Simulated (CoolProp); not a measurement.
A simple Rankine cycle with water: condensing at 311.15 K, boiler at 5.03 MPa, turbine inlet 542.4 K, turbine efficiency 0.8, pump efficiency 0.6, no recuperator. Each further row changes one setting.

Values from CoolProp's reference Helmholtz-energy equation of state, Wagner 2002.

```csv
case,thermal efficiency (%),net work (kJ/kg),heat in (kJ/kg),turbine exit temperature (K),volume ratio over the turbine
as stated,28.6,756,2650,311.2,422
turbine inlet 562.4 K,28.7,782,2720,311.2,400
condensing temperature 303.15 K,29.5,791,2680,303.1,637
boiler pressure 3.52 MPa,27.5,750,2730,311.2,284
turbine efficiency 0.7,24.9,661,2650,311.2,444
```

The expansion ends wet for: as stated; turbine inlet 562.4 K; condensing temperature 303.15 K; boiler pressure 3.52 MPa; turbine efficiency 0.7.
